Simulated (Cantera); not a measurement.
Charge: 1 mol SiCl₄, 0.27 mol O₃, at 227 °C and 0.00440 bar.

Equilibrium computed with Cantera from the NASA thermochemical tables; the gas is ideal and each condensed phase is pure. Candidate condensed phases: Si, SiO₂; 15 gas species. Equilibrium is a limit: real reactors are often held back by kinetics, nucleation or transport.

Base state: Cl₂ 0.577, SiCl₄ 0.423 (mole fractions); condensed: SiO₂(α-quartz).

Q: What changes in the equilibrium state with this change: O₃ from 0.27 to 1.3 mol?

A: 
| species | before | after |
|---|---|---|
| Cl₂ | 0.577 | 0.678 |
| O₂ | <1e-9 | 0.322 |
| SiCl₄ | 0.423 | <1e-9 |
| SiO₂(α-quartz), mol | 0.405 | 1.00 |

Q: What changes in the equilibrium state with this change: temperature from 227 °C to 852 °C?

A: 
```json
[
 {"species": "Cl₂", "before": "0.577", "after": "0.558"},
 {"species": "SiCl₄", "before": "0.423", "after": "0.419"},
 {"species": "Cl", "before": "1.65e-9", "after": "0.0231"},
 {"species": "SiO₂(α-quartz), mol", "before": "0.405", "after": "0"},
 {"species": "SiO₂(β-quartz), mol", "before": "0", "after": "0.405"}
]
```
